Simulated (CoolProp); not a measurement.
R13 at 298.15 K and 14.8 MPa flows at 0.27 m/s in a round tube of 100 mm bore and 45 µm roughness, fully developed (64/Re and Nu = 3.66 if laminar; Colebrook and Gnielinski if turbulent). Each further row changes one setting.

Model: reference Helmholtz-energy equation of state, Platzer 1990, in CoolProp. This equation is an older, rougher fit; its heat capacities, sound speeds and derivatives of the liquid may be far off and weren't checked against measurements.

```
case               Reynolds number  Darcy friction factor  pressure drop (Pa/m)  heat-transfer coefficient (W/(m² K))  mass flow (kg/h)
-----------------  ---------------  ---------------------  --------------------  ------------------------------------  ----------------
as stated                   287000                 0.0180                     …                                     …              8880
velocity 0.54 m/s           573000                 0.0172                  29.2                                     …             17800
diameter 200 mm             573000                 0.0155                  3.28                                   470             35500
```

Complete the blanks.


- as stated, pressure drop (Pa/m): 7.62
- as stated, heat-transfer coefficient (W/(m² K)): 534
- velocity 0.54 m/s, heat-transfer coefficient (W/(m² K)): 1030

Viscosity comes from a separate model (Huber 2003), an estimate that may be off by 10 % or more. Thermal conductivity comes from a separate model (Huber 2003), an estimate that may be off by 10 % or more.
